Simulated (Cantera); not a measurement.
A Cantera script and its output.

```python
import numpy as np
import cantera as ct

gas = ct.Solution("gri30.yaml")
gas.TPX = 900, 690, {'H2': 0.12, 'O2': 1, 'N2': 0.0019}
reactor = ct.IdealGasConstPressureReactor(gas, energy="off", clone=False)
net = ct.ReactorNet([reactor])
net.rtol, net.atol = 1e-08, 1e-18
show = ['H2', 'O2', 'H2O', 'OH', 'HO2', 'H']
times = np.geomspace(9e-06, 40, 10)

steps = ct.SolutionArray(gas, extra=["t"])
rows = []
print(f"{'t/s':>10s}{'T/K':>9s}{'P/Pa':>11s}" + "".join(f"{s:>11s}" for s in show))
for t in times:
    while net.time < t:
        t_next = net.step()
        steps.append(gas.state, t=t_next)
    rows.append([np.interp(t, steps.t, y) for y in (steps.T, steps.P, *steps(*show).X.T)])
    print(f"{t:10.3e}{rows[-1][0]:9.1f}{rows[-1][1]:11.4g}" + "".join(f"{x:11.3e}" for x in rows[-1][2:]))
rate = np.gradient(steps.T, steps.t)
print("integrator steps:", len(steps.t))
if steps.T.max() > steps.T[0] + 200:
    print(f"time of steepest temperature rise: {steps.t[rate.argmax()]:.4e} s")
gas.TPX = 900, 690, {'H2': 0.12, 'O2': 1, 'N2': 0.0019}
gas.equilibrate("TP")
print(f"equilibrium (TP): T = {gas.T:.1f} K  " + "  ".join(f"{s} {gas[s].X[0]:.3e}" for s in show))
```

Result:

```
       t/s      T/K       P/Pa         H2         O2        H2O         OH        HO2          H
 9.000e-06    900.0        690  1.070e-01  8.913e-01  4.960e-17  1.526e-15  2.055e-13  2.039e-13
 4.930e-05    900.0        690  1.070e-01  8.913e-01  6.189e-15  3.963e-14  1.127e-12  1.087e-12
 2.701e-04    900.0        690  1.070e-01  8.913e-01  6.766e-13  7.208e-13  6.195e-12  5.653e-12
 1.480e-03    900.0        690  1.070e-01  8.913e-01  5.649e-11  1.219e-11  3.493e-11  5.522e-11
 8.106e-03    900.0        690  1.070e-01  8.913e-01  3.727e-07  5.065e-08  6.639e-09  2.139e-07
 4.441e-02    900.0        690  2.438e-03  8.727e-01  1.041e-01  1.409e-03  7.931e-06  8.777e-03
 2.433e-01    900.0        690  6.261e-05  8.849e-01  1.128e-01  1.258e-04  2.039e-06  1.779e-05
 1.333e+00    900.0        690  2.058e-06  8.852e-01  1.130e-01  2.391e-05  1.824e-07  1.200e-07
 7.302e+00    900.0        690  6.942e-08  8.852e-01  1.130e-01  6.565e-06  1.665e-08  2.410e-09
 4.000e+01    900.0        690  5.671e-09  8.852e-01  1.130e-01  2.289e-06  2.214e-09  1.027e-10
integrator steps: 1676
equilibrium (TP): T = 900.0 K  H2 4.655e-12  O2 8.852e-01  H2O 1.130e-01  OH 6.955e-08  HO2 1.420e-10  H 3.056e-15
```

Model: GRI-Mech 3.0 (53 species, 325 reactions), integrated in Cantera. Radical loss at walls, strong at low pressure, is not modelled. Below about 950 K walls govern HO2 and H2O2 in real vessels. The temperature is held fixed by assumption; the heat of reaction is taken as removed at once.
